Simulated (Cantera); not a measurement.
# Ammonia decomposition in nitride growth gas

An isothermal, constant-pressure homogeneous reactor starts with NH3 : H2 : N2 = 1 : 3.3 : 0.048 (molar parts), at 2075 K and 10.00 Torr.

Model: the gas-phase N/H chemistry of the illustrative SiF4/NH3 mechanism in the Surface Chemkin manual (1991), integrated in Cantera. Walls and surfaces, which speed up NH3 decomposition in real reactors, are not modelled.

```
t (s)       x NH3   x H2       x N    x N2    x N2H2      x NH    x N2H4
--------  -------  -----  --------  ------  --------  --------  --------
1.00e-5     0.230  0.759    <1e-12  0.0110    <1e-12  3.64e-12    <1e-12
3.94e-5     0.230  0.759    <1e-12  0.0110  2.85e-12  1.53e-10    <1e-12
0.000155    0.230  0.759  4.06e-12  0.0110  9.37e-11   4.07e-9    <1e-12
0.000611    0.230  0.759  3.57e-10  0.0110   2.11e-9   7.41e-8  6.16e-12
0.00241     0.230  0.759   2.31e-8  0.0110   4.87e-8   1.17e-6  9.51e-11
0.00949     0.229  0.759   9.69e-7  0.0112   1.15e-6   1.42e-5   1.17e-9
0.0374      0.221  0.763   2.44e-6  0.0140   2.54e-6   2.61e-5   2.11e-9
0.147       0.193  0.780   2.44e-6  0.0253   2.14e-6   2.49e-5   1.74e-9
0.580       0.117  0.826   2.43e-6  0.0556   1.16e-6   2.09e-5  8.71e-10
2.28       0.0208  0.883   2.41e-6  0.0940   1.62e-7   1.16e-5  8.37e-11
9.00      7.29e-6  0.880   5.10e-7   0.102  4.88e-12   2.89e-7    <1e-12
```
x: mole fraction; the columns are a selection and need not sum to one.

Equilibrium at this temperature and pressure: NH3 6.19e-8, H2 0.877, N 7.03e-9, N2 0.101, N2H2 <1e-12, NH 3.39e-9, N2H4 <1e-12 (gas phase only).
